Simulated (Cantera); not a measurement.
Mixture: 7.13 % CH₃OH, 19.5 % O₂, 73.4 % N₂, at 4.93 atm, adiabatic and at constant volume. Ignition delay is the time to a rise of 400 K.

Model: GRI-Mech 3.0 (53 species, 325 reactions), integrated in Cantera. GRI-Mech 3.0 was tuned for natural gas; its chemistry of methanol as a main component is partial and can be far from experiment.

Predict: delay at 1225 K; delay at 1375 K; delay at 1525 K; delay at 1675 K; apparent activation energy between 1600 and 1750 K.


```json
{
  "delay at 1225 K": "1.84 ms",
  "delay at 1375 K": "0.228 ms",
  "delay at 1525 K": "47.7 µs",
  "delay at 1675 K": "14.4 µs",
  "apparent activation energy between 1600 and 1750 K": "170 kJ/mol"
}
```
